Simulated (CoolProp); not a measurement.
Vapour-liquid equilibrium of R141b (1) + n-pentane (2) at 4.88 bar; x and y are mole fractions of (1).

Computed with CoolProp (multi-fluid Helmholtz-energy mixture model, Lemmon 2006 and Thol 2019; pair parameters Bell 2016).

Problem. Give the bubble temperature and the first vapour's composition at x = 0.05, 0.15, 0.95. Is there an azeotrope?

Solution. x = 0.05: 363.4 K, y = 0.073; x = 0.15: 361.5 K, y = 0.196; x = 0.95: 358.7 K, y = 0.944. y crosses x between x = 0.65 and 0.75: the model has an azeotrope there.

The pair parameters rest on a limited set of measurements; away from them the model extrapolates.
